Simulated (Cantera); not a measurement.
Input (Python, Cantera) and output of one run.

```python
import numpy as np
import cantera as ct

gas_names = """
    H HO2 H2 H2O H2O2 O OH O2 O3 Ti TiO TiO2
""".split()
cond_names = """
    H2O(s) H2O(L) Ti(a) Ti(b) Ti(L) TiO(a) TiO(b) TiO(L) TiO2(ru) TiO2(L) Ti2O3(a) Ti2O3(b) Ti2O3(L)
    Ti3O5(a) Ti3O5(b) Ti3O5(L) Ti4O7(s) Ti4O7(L)
""".split()


def load(file, names, dense=False):
    # The tables refer to 1 bar. Condensed volumes are neglected.
    table = {s.name: s for s in ct.Species.list_from_file(file)}
    out = []
    for n in names:
        d = dict(table[n].input_data)
        d["thermo"] = dict(d["thermo"], **{"reference-pressure": 1e5})
        if dense:
            d["equation-of-state"] = {"model": "constant-volume", "density": "1e6 g/cm^3"}
        out.append(ct.Species.from_dict(d))
    return out


gas = ct.Solution(thermo="ideal-gas", species=load("nasa_gas.yaml", gas_names))
cond = {s.name: ct.Solution(thermo="fixed-stoichiometry", species=[s], name=s.name)
        for s in load("nasa_condensed.yaml", cond_names, dense=True)}
atoms = {
    'TiO2': {'Ti': 1, 'O': 2},
    'H2': {'H': 2},
    'H2O': {'H': 2, 'O': 1},
}
top_T = {}  # K; cautious upper limits of use, not melting points


def equilibrate(T, P, feed):
    n = {}
    for name, mol in feed.items():
        for a, k in atoms[name].items():
            n[a] = n.get(a, 0.0) + k * mol
    gas.TPX = T, P, n
    mass = sum(n.values()) * gas.mean_molecular_weight
    gas.equilibrate("TP")
    valid = [c for c in cond.values() if c.min_temp <= T <= top_T.get(c.name, c.max_temp)]
    mix = ct.Mixture([(gas, mass / gas.mean_molecular_weight)] + [(c, 0.0) for c in valid])
    mix.T, mix.P = T, P
    mix.equilibrate("TP", solver="vcs", rtol=1e-11, max_steps=5000)
    return mix


results = []
P = 26000  # Pa
for T in [1075, 1150, 1225, 1300, 1375, 1450, 1525, 1600, 1675, 1750, 1825, 1900]:
    for m in [73, 95, 130, 160, 210, 280, 370, 480, 630, 830, 1100, 1400, 1900]:
        feed = {'TiO2': 1, 'H2': m, 'H2O': 0.55}  # mol
        mix = equilibrate(T, P, feed)
        results.append((T, P, feed, dict(zip(mix.species_names, mix.species_moles))))

for T, P, feed, n in results:
    print(f"{T:7g} {feed['H2']:10.4g}  " + (" + ".join(c for c in cond_names if n.get(c, 0) > 1e-12) or "gas only"))
```

It prints:

```
   1075         73  TiO2(ru)
   1075         95  TiO2(ru)
   1075        130  TiO2(ru)
   1075        160  TiO2(ru)
   1075        210  TiO2(ru)
   1075        280  TiO2(ru)
   1075        370  TiO2(ru)
   1075        480  TiO2(ru)
   1075        630  TiO2(ru)
   1075        830  TiO2(ru)
   1075       1100  TiO2(ru)
   1075       1400  TiO2(ru)
   1075       1900  TiO2(ru)
   1150         73  TiO2(ru)
   1150         95  TiO2(ru)
   1150        130  TiO2(ru)
   1150        160  TiO2(ru)
   1150        210  TiO2(ru)
   1150        280  TiO2(ru)
   1150        370  TiO2(ru)
   1150        480  TiO2(ru)
   1150        630  TiO2(ru)
   1150        830  TiO2(ru)
   1150       1100  TiO2(ru) + Ti4O7(s)
   1150       1400  Ti4O7(s)
   1150       1900  Ti4O7(s)
   1225         73  TiO2(ru)
   1225         95  TiO2(ru)
   1225        130  TiO2(ru)
   1225        160  TiO2(ru)
   1225        210  TiO2(ru)
   1225        280  TiO2(ru)
   1225        370  TiO2(ru)
   1225        480  TiO2(ru) + Ti4O7(s)
   1225        630  Ti4O7(s)
   1225        830  Ti4O7(s)
   1225       1100  Ti4O7(s)
   1225       1400  Ti4O7(s)
   1225       1900  Ti4O7(s)
   1300         73  TiO2(ru)
   1300         95  TiO2(ru)
   1300        130  TiO2(ru)
   1300        160  TiO2(ru)
   1300        210  TiO2(ru) + Ti4O7(s)
   1300        280  Ti4O7(s)
   1300        370  Ti4O7(s)
   1300        480  Ti4O7(s)
   1300        630  Ti4O7(s)
   1300        830  Ti4O7(s)
   1300       1100  Ti4O7(s)
   1300       1400  Ti3O5(b) + Ti4O7(s)
   1300       1900  Ti3O5(b)
   1375         73  TiO2(ru)
   1375         95  TiO2(ru) + Ti4O7(s)
   1375        130  TiO2(ru) + Ti4O7(s)
   1375        160  Ti4O7(s)
   1375        210  Ti4O7(s)
   1375        280  Ti4O7(s)
   1375        370  Ti4O7(s)
   1375        480  Ti4O7(s)
   1375        630  Ti3O5(b) + Ti4O7(s)
   1375        830  Ti3O5(b)
   1375       1100  Ti3O5(b)
   1375       1400  Ti3O5(b)
   1375       1900  Ti3O5(b)
   1450         73  TiO2(ru) + Ti4O7(s)
   1450         95  Ti4O7(s)
   1450        130  Ti4O7(s)
   1450        160  Ti4O7(s)
   1450        210  Ti4O7(s)
   1450        280  Ti4O7(s)
   1450        370  Ti3O5(b)
   1450        480  Ti3O5(b)
   1450        630  Ti3O5(b)
   1450        830  Ti3O5(b)
   1450       1100  Ti3O5(b)
   1450       1400  Ti3O5(b)
   1450       1900  Ti3O5(b)
   1525         73  Ti4O7(s)
   1525         95  Ti4O7(s)
   1525        130  Ti4O7(s)
   1525        160  Ti3O5(b) + Ti4O7(s)
   1525        210  Ti3O5(b)
   1525        280  Ti3O5(b)
   1525        370  Ti3O5(b)
   1525        480  Ti3O5(b)
   1525        630  Ti3O5(b)
   1525        830  Ti3O5(b)
   1525       1100  Ti3O5(b)
   1525       1400  Ti3O5(b)
   1525       1900  Ti3O5(b)
   1600         73  Ti4O7(s)
   1600         95  Ti3O5(b)
   1600        130  Ti3O5(b)
   1600        160  Ti3O5(b)
   1600        210  Ti3O5(b)
   1600        280  Ti3O5(b)
   1600        370  Ti3O5(b)
   1600        480  Ti3O5(b)
   1600        630  Ti3O5(b)
   1600        830  Ti3O5(b)
   1600       1100  Ti3O5(b)
   1600       1400  Ti3O5(b)
   1600       1900  Ti2O3(b)
   1675         73  Ti3O5(b)
   1675         95  Ti3O5(b)
   1675        130  Ti3O5(b)
   1675        160  Ti3O5(b)
   1675        210  Ti3O5(b)
   1675        280  Ti3O5(b)
   1675        370  Ti3O5(b)
   1675        480  Ti3O5(b)
   1675        630  Ti3O5(b)
   1675        830  Ti3O5(b)
   1675       1100  Ti2O3(b) + Ti3O5(b)
   1675       1400  Ti2O3(b)
   1675       1900  Ti2O3(b)
   1750         73  Ti3O5(b)
   1750         95  Ti3O5(b)
   1750        130  Ti3O5(b)
   1750        160  Ti3O5(b)
   1750        210  Ti3O5(b)
   1750        280  Ti3O5(b)
   1750        370  Ti3O5(b)
   1750        480  Ti3O5(b)
   1750        630  Ti3O5(b)
   1750        830  Ti2O3(b)
   1750       1100  Ti2O3(b)
   1750       1400  Ti2O3(b)
   1750       1900  Ti2O3(b)
   1825         73  Ti3O5(b)
   1825         95  Ti3O5(b)
   1825        130  Ti3O5(b)
   1825        160  Ti3O5(b)
   1825        210  Ti3O5(b)
   1825        280  Ti3O5(b)
   1825        370  Ti3O5(b)
   1825        480  Ti3O5(b)
   1825        630  Ti2O3(b)
   1825        830  Ti2O3(b)
   1825       1100  Ti2O3(b)
   1825       1400  Ti2O3(b)
   1825       1900  Ti2O3(b)
   1900         73  Ti3O5(b)
   1900         95  Ti3O5(b)
   1900        130  Ti3O5(b)
   1900        160  Ti3O5(b)
   1900        210  Ti3O5(b)
   1900        280  Ti3O5(b)
   1900        370  Ti2O3(b) + Ti3O5(b)
   1900        480  Ti2O3(b)
   1900        630  Ti2O3(b)
   1900        830  Ti2O3(b)
   1900       1100  Ti2O3(b)
   1900       1400  Ti2O3(b)
   1900       1900  Ti2O3(b)
```

Equilibrium computed with Cantera from the NASA thermochemical tables; the gas is ideal and each condensed phase is pure. Mutual solubility and eutectic melting of coexisting phases are not modelled. Condensed phases not in the tables: Magnéli phases beyond Ti4O7. Gases not in the tables: TiO(OH)2.
